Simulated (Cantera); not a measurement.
Charge: 1 mol Si₃N₄, 0.093 mol H₂O, 320 mol H₂, at 13.3 mbar.

These are equilibrium values from Cantera (NASA tables, ideal gas, pure condensed phases), not measurements of a reactor. Candidate condensed phases: H₂O, Si, SiO₂, Si₂N₂O, Si₃N₄; 35 gas species. Gases not in the tables: Si₂H₆ and higher silanes. Kinetics and transport are ignored.

### Question
Which condensed phases are stable at each of these points (T (°C)): 1602, 1627, 1652, 1677, 1702, 1727, 1752, 1777, 1802, 1827?

### Answer
| T (°C) | condensed phases | Si condensed (%) |
|---|---|---|
| 1602 | Si(l) | 88.0 |
| 1627 | Si(l) | 84.7 |
| 1652 | Si(l) | 80.3 |
| 1677 | Si(l) | 74.4 |
| 1702 | Si(l) | 66.6 |
| 1727 | Si(l) | 56.3 |
| 1752 | Si(l) | 42.9 |
| 1777 | Si(l) | 25.4 |
| 1802 | Si(l) | 2.8 |
| 1827 | gas only | 0.0 |

From 1602 °C to 1802 °C the condensed part is Si(l). At 1827 °C nothing is condensed.
